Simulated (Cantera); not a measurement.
# Silicon carbide growth: CH₃SiH₃ + CH₄ + H₂

Input: 1 mol CH₃SiH₃, 0.086 mol CH₄, 12 mol H₂, held at 24000 Pa.

These are equilibrium values from Cantera (NASA tables, ideal gas, pure condensed phases), not measurements of a reactor. Candidate condensed phases: C, C₆H₆, C₇H₈, C₈H₁₈, Si, SiC; 87 gas species. The feed counts by its element totals alone. The numbers say what is thermodynamically allowed, not how fast it happens.

From 1250 K to 1900 K the condensed part is C(graphite) + SiC(s).

```
T (K)   x H₂     x CH₄       x H  x C₂H₂ (acetylene)    x CH₃    x SiH₂  n C(graphite)  n SiC(s)
-----  -----  --------  --------  ------------------  -------  --------  -------------  --------
1250   0.997   0.00262   9.85e-7             2.51e-7  5.03e-8  7.05e-11         0.0463      1.00
1300   0.998   0.00188   2.26e-6             5.75e-7  8.35e-8  2.26e-10         0.0575      1.00
1350   0.999   0.00138   4.86e-6             1.24e-6  1.33e-7  6.64e-10         0.0650      1.00
1400   0.999   0.00103   9.92e-6             2.52e-6  2.06e-7   1.80e-9         0.0702      1.00
1450   0.999  0.000791   1.93e-5             4.87e-6  3.08e-7   4.58e-9         0.0738      1.00
1500   0.999  0.000616   3.59e-5             9.02e-6  4.48e-7   1.09e-8         0.0764      1.00
1550   0.999  0.000487   6.43e-5             1.60e-5  6.37e-7   2.46e-8         0.0781      1.00
1600   0.999  0.000391  0.000111             2.75e-5  8.84e-7   5.26e-8         0.0792     1.000
1650   0.999  0.000319  0.000185             4.56e-5  1.20e-6   1.07e-7         0.0797     1.000
1700   0.999  0.000263  0.000301             7.34e-5  1.61e-6   2.10e-7         0.0797     1.000
1750   0.999  0.000219  0.000475            0.000115  2.11e-6   3.96e-7         0.0791     1.000
1800   0.999  0.000184  0.000730            0.000175  2.73e-6   7.20e-7         0.0778     1.000
1850   0.998  0.000157   0.00110            0.000261  3.47e-6   1.27e-6         0.0756     1.000
1900   0.998  0.000134   0.00162            0.000381  4.36e-6   2.16e-6         0.0724     1.000
```
x: gas mole fraction; n: condensed amount in mol.
